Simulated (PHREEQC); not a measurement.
A solution holds 0.36 mol/kgw ZnBr2, at 25 °C. Closed to the air; pH follows from the charge balance.

The numbers come from PHREEQC with the ion-association model, wateq4f.dat.

No solid was allowed to form.

### Question
Predict the pH.

### Answer
pH 5.08.

### Question
In which forms is Zn present?

### Answer
Zn+2 96 %, ZnBr+ 3.6 %, ZnBr2 0.5 % of the Zn.

The ionic strength is past about 0.7 mol/kgw, beyond the range of this activity model, so the values are rough. Species that the database lacks are ignored.
